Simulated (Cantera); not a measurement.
Source: NASA polynomial tables (part measured, part estimated), evaluated in Cantera. Values are per mole of reaction as written; species without (g) are pure solids or liquids, kept so even where they would boil at 1 bar.

5 ZrO₂(g) + 4 NH₃(g) ⇌ 5 Zr + 4 NO(g) + 6 H₂O(g), with ΔH° = 529.0 kJ and ΔS° = 31.0 J/K at 300 K.

**Question.** How far is the shortcut ΔG° ≈ ΔH°(300 K) − T·ΔS°(300 K) from the full temperature-dependent value at 1123, 1173, 1223, 1273, 1323, 1373, 1423, 1473, 1523, 1573 K?

**Answer.** 
```tsv
T (K)	shortcut (kJ)	full (kJ)	difference (kJ)	difference in log10 K	condensed phases
1123	494.2	464.0	30.2	-1.40	Zr(α)
1173	492.7	459.1	33.6	-1.50	Zr(β)
1223	491.1	453.9	37.2	-1.59	Zr(β)
1273	489.6	448.6	40.9	-1.68	Zr(β)
1323	488.0	443.3	44.7	-1.76	Zr(β)
1373	486.5	438.0	48.5	-1.84	Zr(β)
1423	484.9	432.6	52.3	-1.92	Zr(β)
1473	483.4	427.2	56.1	-1.99	Zr(β)
1523	481.8	421.8	60.1	-2.06	Zr(β)
1573	480.3	416.3	64.0	-2.13	Zr(β)
```
The shortcut ignores heat capacities and the phase changes listed.
